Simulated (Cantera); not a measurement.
Input (Python, Cantera) and output of one run.

```python
import numpy as np
import cantera as ct

gas_names = """
    H HNO HNO2 HNO3 HO2 H2 H2O H2O2 N NH NH2 NH3 NH2OH NO NO2 NO3 N2 N2H2 N2H4 N2O O OH O2 O3 Pb PbO Pb2
""".split()
cond_names = """
    H2O(s) H2O(L) Pb(cr) Pb(L) PbO(rd) PbO(yw) PbO(L) PbO2(s) Pb3O4(s)
""".split()


def load(file, names, dense=False):
    # The tables refer to 1 bar. Condensed volumes are neglected.
    table = {s.name: s for s in ct.Species.list_from_file(file)}
    out = []
    for n in names:
        d = dict(table[n].input_data)
        d["thermo"] = dict(d["thermo"], **{"reference-pressure": 1e5})
        if dense:
            d["equation-of-state"] = {"model": "constant-volume", "density": "1e6 g/cm^3"}
        out.append(ct.Species.from_dict(d))
    return out


gas = ct.Solution(thermo="ideal-gas", species=load("nasa_gas.yaml", gas_names))
cond = {s.name: ct.Solution(thermo="fixed-stoichiometry", species=[s], name=s.name)
        for s in load("nasa_condensed.yaml", cond_names, dense=True)}
atoms = {
    'Pb': {'Pb': 1},
    'H2O': {'H': 2, 'O': 1},
    'N2': {'N': 2},
}
top_T = {'Pb3O4(s)': 820}  # K; cautious upper limits of use, not melting points


def equilibrate(T, P, feed):
    n = {}
    for name, mol in feed.items():
        for a, k in atoms[name].items():
            n[a] = n.get(a, 0.0) + k * mol
    gas.TPX = T, P, n
    mass = sum(n.values()) * gas.mean_molecular_weight
    gas.equilibrate("TP")
    valid = [c for c in cond.values() if c.min_temp <= T <= top_T.get(c.name, c.max_temp)]
    mix = ct.Mixture([(gas, mass / gas.mean_molecular_weight)] + [(c, 0.0) for c in valid])
    mix.T, mix.P = T, P
    mix.equilibrate("TP", solver="vcs", rtol=1e-11, max_steps=5000)
    return mix


results = []
feed = {'Pb': 1, 'H2O': 0.018, 'N2': 1.6}  # mol
P = 100000  # Pa
for T in [1300, 1375, 1450, 1525, 1600, 1675, 1750, 1825]:
    mix = equilibrate(T, P, feed)
    results.append((T, P, feed, dict(zip(mix.species_names, mix.species_moles))))
    x = sorted(zip(gas.X, gas.species_names), reverse=True)
    print(f"T = {T:g} K  P = {P:g} Pa  gas = {mix.phase_moles(0):.4g} mol")
    print("   x: " + "  ".join(f"{s} {v:.3e}" for v, s in x if v > 0.0001))
    print("   condensed (mol): " + ("  ".join(f"{mix.phase(i).name} {mix.phase_moles(i):.4g}"
          for i in range(1, mix.n_phases) if mix.phase_moles(i) > 1e-12) or "none"))
```

Output:

```
T = 1300 K  P = 100000 Pa  gas = 1.622 mol
   x: N2 9.862e-01  H2O 1.105e-02  Pb 2.624e-03
   condensed (mol): Pb(L) 0.9957
T = 1375 K  P = 100000 Pa  gas = 1.629 mol
   x: N2 9.823e-01  H2O 1.094e-02  Pb 6.565e-03  H2 1.057e-04  PbO 1.056e-04
   condensed (mol): Pb(L) 0.9891
T = 1450 K  P = 100000 Pa  gas = 1.643 mol
   x: N2 9.739e-01  Pb 1.490e-02  H2O 1.075e-02  H2 2.086e-04  PbO 2.085e-04
   condensed (mol): Pb(L) 0.9752
T = 1525 K  P = 100000 Pa  gas = 1.671 mol
   x: N2 9.577e-01  Pb 3.113e-02  H2O 1.039e-02  H2 3.816e-04  PbO 3.814e-04
   condensed (mol): Pb(L) 0.9473
T = 1600 K  P = 100000 Pa  gas = 1.724 mol
   x: N2 9.283e-01  Pb 6.058e-02  H2O 9.793e-03  H2 6.494e-04  PbO 6.492e-04
   condensed (mol): Pb(L) 0.8943
T = 1675 K  P = 100000 Pa  gas = 1.822 mol
   x: N2 8.781e-01  Pb 1.109e-01  H2O 8.848e-03  PbO 1.028e-03  H2 1.028e-03  Pb2 1.251e-04
   condensed (mol): Pb(L) 0.7956
T = 1750 K  P = 100000 Pa  gas = 2.008 mol
   x: N2 7.967e-01  Pb 1.925e-01  H2O 7.454e-03  PbO 1.505e-03  H2 1.503e-03  Pb2 3.110e-04
   condensed (mol): Pb(L) 0.6092
T = 1825 K  P = 100000 Pa  gas = 2.385 mol
   x: N2 6.708e-01  Pb 3.190e-01  H2O 5.549e-03  PbO 1.992e-03  H2 1.985e-03  Pb2 7.149e-04
   condensed (mol): Pb(L) 0.231
```

Equilibrium computed with Cantera from the NASA thermochemical tables; the gas is ideal and each condensed phase is pure. Gases not in the tables: (PbO)n polymers.
